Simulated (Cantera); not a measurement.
Feed: 1 mol borazine, 0.21 mol NH₃, 0.53 mol N₂, held at 2275 K and 3.00 mbar.

Method: chemical equilibrium by Gibbs-energy minimisation in Cantera with the NASA 1993 tables (ideal gas, pure condensed phases). Candidate condensed phases: B, BN; 15 gas species. The feed counts by its element totals alone. The tables' values for BH₂ are old estimates; treat these amounts as uncertain. Rates play no part.

Base state: H₂ 0.516, N₂ 0.369, H 0.111, B 0.00246, BH₂ 0.000963, BH 9.12e-5, BN 4.77e-5 (mole fractions); condensed: B(s).

What changes in the equilibrium state with this change: temperature from 2275 K to 1823.15 K?


```tsv
species	before	after
H₂	0.516	0.833
N₂	0.369	0.160
H	0.111	0.00723
BH₂	0.000963	1.48e-5
B	0.00246	2.03e-7
BN	4.77e-5	8.12e-9
BH	9.12e-5	4.75e-8
B(s), mol	2.98	0
BN(s), mol	0	3.00
```
